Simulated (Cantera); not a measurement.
Charge: 1 mol BF3, 0.095 mol O2, 160 mol N2, held at 1798.15 K and 2.10 mbar.

Cantera equilibrium calculation (NASA polynomials, part measured and part estimated; ideal gas, pure solids and liquids). Candidate condensed phases: B, BN, B2O3; 31 gas species. The numbers say what is thermodynamically allowed, not how fast it happens.

Q: What is the equilibrium state?

A: 
```
Quantity                            Result
-------------------------------  ---------
x(N2)                                0.993
x(BF3)                             0.00586
x(F)                              0.000694
x(BOF)                            0.000346
x(O2)                             0.000305
x(NO)                             0.000177
x(O)                               4.56e-5
gas amount                       161.2 mol
log10 activity of B(s) (absent)     -14.40
```
